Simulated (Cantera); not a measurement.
An isothermal, constant-pressure homogeneous reactor starts with C₂H₆ : N₂ = 1 : 1.5 (molar parts), at 1325 K and 0.240 Torr.

Computed with Cantera and GRI-Mech 3.0 (53 species, 325 reactions). GRI-Mech 3.0 stops at C3 and has no aromatics, soot or wall deposition, so with more carbon than oxygen in the feed, carbon stays in small species such as C2H2 where larger ones or solid carbon would form. Radical loss at walls, strong at low pressure, is not modelled.

Problem. Predict: x(C₂H₆) at 20.0 s; x(C₂H₂) at 20.0 s; x(CH₂) at 20.0 s; x(C₂H) at 20.0 s; x(H) at 20.0 s.

Solution. 
```
Item                                                  Value
-----------------  ----------------------------------------
x(C₂H₆) at 20.0 s  5.70e-6 (gas-phase equilibrium 2.84e-10)
x(C₂H₂) at 20.0 s       0.130 (gas-phase equilibrium 0.175)
x(CH₂) at 20.0 s   1.88e-9 (gas-phase equilibrium 6.86e-11)
x(C₂H) at 20.0 s    2.33e-9 (gas-phase equilibrium 1.33e-8)
x(H) at 20.0 s      8.13e-6 (gas-phase equilibrium 6.13e-5)
```
